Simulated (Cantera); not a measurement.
Equilibrium for oxide etching and cleaning by halides: MgO + Cl2 + O2

A closed system holds: 1 mol MgO, 0.83 mol Cl2, 2.4 mol O2, at 0.465 Torr.

These are equilibrium values from Cantera (NASA tables, ideal gas, pure condensed phases), not measurements of a reactor. Candidate condensed phases: Mg, MgCl2, MgO; 11 gas species. Kinetics and transport are ignored.

From 1198 K to 1798 K the condensed part is MgO(s). The main Mg-bearing gas is MgCl2 throughout. The share of Mg in condensed phases is highest at 1198 K (91.0 %) and lowest at 1498 K (65.9 %).

```tsv
T (K)	x O2	x Cl	x Cl2	x MgCl2	x O	x ClO	x MgCl	x Mg	n MgO(s)
1198	0.717	0.0784	0.178	0.0264	8.17e-7	6.53e-5	3.55e-12	<1e-12	0.910
1298	0.697	0.148	0.0909	0.0650	5.72e-6	0.000101	1.75e-10	<1e-12	0.765
1398	0.680	0.201	0.0319	0.0874	3.04e-5	0.000117	3.85e-9	2.02e-12	0.670
1498	0.667	0.234	0.0102	0.0885	0.000129	0.000117	4.94e-8	1.39e-10	0.659
1598	0.658	0.256	0.00345	0.0818	0.000461	0.000113	4.38e-7	5.59e-9	0.682
1698	0.649	0.274	0.00129	0.0737	0.00142	0.000108	2.94e-6	1.45e-7	0.711
1798	0.641	0.289	0.000528	0.0659	0.00384	0.000103	1.57e-5	2.59e-6	0.741
```
x: gas mole fraction; n: condensed amount in mol.
